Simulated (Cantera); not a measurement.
Feed: 1 mol Si2H6, 3.2 mol HCl, 400 mol H2, at 900 K and 1.10 bar.

Cantera equilibrium calculation (NASA polynomials, part measured and part estimated; ideal gas, pure solids and liquids). Candidate condensed phases: Si; 19 gas species. The feed counts by its element totals alone. Rates play no part.

Base state: H2 0.997, SiHCl3 0.00127, HCl 0.00126, SiCl4 0.000563, SiH2Cl2 0.000271, SiH3Cl 1.41e-5 (mole fractions); condensed: Si(s).

What changes in the equilibrium state with this change: pressure from 1.10 bar to 66.0 mbar?


```csv
species,before,after
H2,0.997,0.996
HCl,0.00126,0.00268
SiHCl3,0.00127,0.000738
SiH3Cl,1.41e-5,1.81e-6
SiH2Cl2,0.000271,7.39e-5
SiCl3,5.04e-6,1.20e-5
"Si(s), mol",1.14,1.38
```
The tables' values for SiCl3 are old estimates; treat these amounts as uncertain.

What changes in the equilibrium state with this change: Si2H6 replaced by Si2Cl6?


```
species       before    after
----------  --------  -------
H2             0.997    0.990
HCl          0.00126  0.00493
SiCl4       0.000563  0.00308
SiH3Cl       1.41e-5  1.26e-6
SiH2Cl2     0.000271  9.52e-5
SiHCl3       0.00127  0.00176
Si(s), mol      1.14        0
```

What changes in the equilibrium state with this change: HCl from 3.2 to 0.046 mol?


```tsv
species	before	after
H2	0.997	1.000
HCl	0.00126	0.000107
SiH2Cl2	0.000271	1.95e-6
SiHCl3	0.00127	7.72e-7
SiCl4	0.000563	2.90e-8
SiH3Cl	1.41e-5	1.20e-6
Si(s), mol	1.14	2.00
```
